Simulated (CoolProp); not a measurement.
Vapour-liquid equilibrium of R125 (1) + R245fa (2) at 313.5 K; x and y are mole fractions of (1).

Values from CoolProp's multi-fluid Helmholtz-energy mixture model, Lemmon 2005 and Akasaka 2015; pair parameters Bell 2016.

**Question.** Give the bubble pressure and the first vapour's composition at x = 0.05, 0.15, 0.95. Is there an azeotrope?

**Answer.** x = 0.05: 3.393 bar, y = 0.269; x = 0.15: 5.059 bar, y = 0.536; x = 0.95: 19.07 bar, y = 0.985. No azeotrope shows between x = 0.05 and 0.95.

The pair parameters rest on a limited set of measurements; away from them the model extrapolates.
